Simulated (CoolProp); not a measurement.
The numbers come from the reference Helmholtz-energy equation of state, Gedanitz 2015 in CoolProp.

Task: Give the vapour pressure (MPa), liquid density (kg/m³), vapour Z of saturated cyclopentane at -0.85 °C.

Result: 
```json
[
 {"T (°C)": "-0.85", "p (MPa)": "0.0137", "liquid density (kg/m³)": "765", "vapour Z": "0.992"}
]
```
